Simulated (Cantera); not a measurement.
**Adiabatic ignition**

An adiabatic, constant-pressure homogeneous reactor starts with CH₄ : O₂ : N₂ : CO₂ = 1 : 4 : 21.2 : 0.68 (molar parts), at 1648 K and 10.0 bar.

Computed with Cantera and GRI-Mech 3.0 (53 species, 325 reactions).

```csv
t (s),T (K),x CH₄,x O₂,x CO₂,x NO₂,x OH,x CO,x H₂O
7.00e-6,1648,0.0371,0.149,0.0253,<1e-12,5.62e-7,4.01e-7,2.81e-5
1.39e-5,1648,0.0370,0.149,0.0253,<1e-12,1.57e-6,5.29e-6,0.000132
2.75e-5,1652,0.0360,0.148,0.0253,<1e-12,5.78e-6,0.000109,0.000838
5.45e-5,1785,0.0181,0.129,0.0257,2.61e-10,0.000232,0.0100,0.0218
0.000108,2386,<1e-12,0.0739,0.0607,1.68e-7,0.00384,0.00169,0.0719
0.000214,2389,<1e-12,0.0737,0.0609,3.34e-7,0.00370,0.00142,0.0721
0.000424,2388,<1e-12,0.0737,0.0609,6.71e-7,0.00369,0.00142,0.0721
0.000840,2387,<1e-12,0.0735,0.0610,1.32e-6,0.00368,0.00141,0.0721
0.00167,2386,<1e-12,0.0732,0.0610,2.56e-6,0.00366,0.00140,0.0721
0.00330,2384,<1e-12,0.0726,0.0610,4.80e-6,0.00363,0.00139,0.0721
0.00654,2380,<1e-12,0.0716,0.0610,8.44e-6,0.00357,0.00137,0.0721
0.0130,2375,<1e-12,0.0703,0.0610,1.32e-5,0.00349,0.00134,0.0722
0.0257,2370,<1e-12,0.0692,0.0611,1.73e-5,0.00342,0.00131,0.0722
0.0509,2368,<1e-12,0.0688,0.0611,1.89e-5,0.00339,0.00130,0.0723
0.101,2368,<1e-12,0.0687,0.0611,1.91e-5,0.00339,0.00130,0.0723
0.200,2368,<1e-12,0.0687,0.0611,1.91e-5,0.00339,0.00130,0.0723
```
x: mole fraction; the columns are a selection and need not sum to one.

| Item | Value |
|---|---|
| time of steepest temperature rise | 57.8 µs |
| temperature at 0.200 s | 2368 K |
| equilibrium temperature | 2368 K |
| x(CH₄) at 0.200 s | <1e-12 (gas-phase equilibrium <1e-12) |
| x(O₂) at 0.200 s | 0.0687 (gas-phase equilibrium 0.0687) |
| x(CO₂) at 0.200 s | 0.0611 (gas-phase equilibrium 0.0611) |
